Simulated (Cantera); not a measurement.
A Cantera script and what it prints.

```python
import numpy as np
import cantera as ct

gas_names = [...]  # 131 gases of nasa_gas.yaml made of C, H, O
cond_names = """
    C(gr) C6H6(L) C7H8(L) C8H18(L),n-octa H2O(s) H2O(L)
""".split()


# ... load() reads the species with a 1 bar reference pressure and builds the phases ...
atoms = {
    'CH4': {'C': 1, 'H': 4},
    'CO2': {'C': 1, 'O': 2},
    'H2': {'H': 2},
}
top_T = {'C(gr)': 4500}  # K; cautious upper limits of use, not melting points


# ... equilibrate(T, P, feed) seeds the gas with the atoms and calls Mixture.equilibrate('TP', solver="vcs", rtol=1e-11, max_steps=5000) ...
results = []
feed = {'CH4': 1, 'CO2': 5.4, 'H2': 67}  # mol
P = 710000  # Pa
for T in [3000, 3500, 4000, 4500, 5000]:
    mix = equilibrate(T, P, feed)
    results.append((T, P, feed, dict(zip(mix.species_names, mix.species_moles))))

top = {s: max(r[3][s] / sum(r[3][g] for g in gas_names) for r in results) for s in gas_names}
cols = sorted((s for s in top if top[s] > 1e-06), key=lambda s: -top[s])[:6]
seen = [c for c in cond_names if any(r[3].get(c, 0) > 1e-12 for r in results)]
print("log10 of partial pressures in bar; condensed amounts in mol")
print(f"{'T/K':>10s}" + "".join(f"{s[:9]:>10s}" for s in cols + seen))
for T, P, feed, n in results:
    ng = sum(n[g] for g in gas_names)
    print(f"{T:10.4g}" + "".join(f"{np.log10(max(n[s] / ng * P / 1e5, 1e-99)):10.3f}" for s in cols)
          + "".join(f"{n.get(c, 0):10.4g}" for c in seen))
```

It prints:

```
log10 of partial pressures in bar; condensed amounts in mol
       T/K        H2         H        CO       H2O         O        OH
      3000     0.759    -0.422    -0.236    -0.410    -3.464    -2.070
      3500     0.688     0.115    -0.267    -0.489    -2.207    -1.399
      4000     0.529     0.467    -0.330    -0.740    -1.348    -1.036
      4500     0.256     0.667    -0.409    -1.305    -0.899    -1.048
      5000    -0.100     0.758    -0.466    -2.100    -0.746    -1.334
```

Cantera equilibrium calculation (NASA polynomials, part measured and part estimated; ideal gas, pure solids and liquids).
